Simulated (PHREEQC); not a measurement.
**Copper plating or etch bath (model solution)**

A solution holds 0.0046 mol/kgw Cu(BF4)2 and 9.9e-05 mol/kgw Na2SO4, at 45 °C. Closed to the air; pH follows from the charge balance.

The numbers come from PHREEQC with the ion-association model, wateq4f.dat.

```
Property                  Result
----------------  --------------
pH                          2.99
ionic strength    0.0148 mol/kgw
total alkalinity    -27.6 meq/kg
```

```tsv
species	molality	activity	log γ
BF4-	0.00653	0.00571	-0.059
HF	0.00485	0.00486	0.001
Cu+2	0.00443	0.00275	-0.208
F-	0.00247	0.00217	-0.056
H3BO3	0.00151	0.00151	0.001
H+	0.00115	0.00103	-0.047
```

No solid was allowed to form. Constants without temperature data keep their 25 °C values here. Real BF4- forms and hydrolyses slowly; the run takes it at equilibrium.
